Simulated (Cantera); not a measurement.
## Boron, boron nitride and boron oxide: B + H₂ + N₂

A closed system holds: 1 mol B, 21 mol H₂, 0.88 mol N₂.

These are equilibrium values from Cantera (NASA tables, ideal gas, pure condensed phases), not measurements of a reactor. Candidate condensed phases: B, BN; 15 gas species. N₂ is the only nitrogen source here; it is nearly inert below about 1500 K, so the nitride shown seldom forms there in practice. Mutual solubility and eutectic melting of coexisting phases are not modelled. Rates play no part.

Stable condensed phases:

```
T in °C \ P in Pa
             10     25     63    160    400   1000   2500   6300  16000  40000 100000
   1977       A      B      B      B      B      B      B      B      C      D      D
   1827       B      B      B      B      B      B      C      D      D      D      D
   1677       B      B      B      C      D      D      D      D      D      D      D
   1527       B      D      D      D      D      D      D      D      D      D      D
   1377       D      D      D      D      D      D      D      D      D      D      D
   1227       D      D      D      D      D      D      D      D      D      D      D
   1077       D      D      D      D      D      D      D      D      D      D      D
    927       D      D      D      D      D      D      D      D      D      D      D
    777       D      D      D      D      D      D      D      D      D      D      D
    627       D      D      D      D      D      D      D      D      D      D      D
    477       D      D      D      D      D      D      D      D      D      D      D
```

A: gas only; B: B; C: B + BN; D: BN.
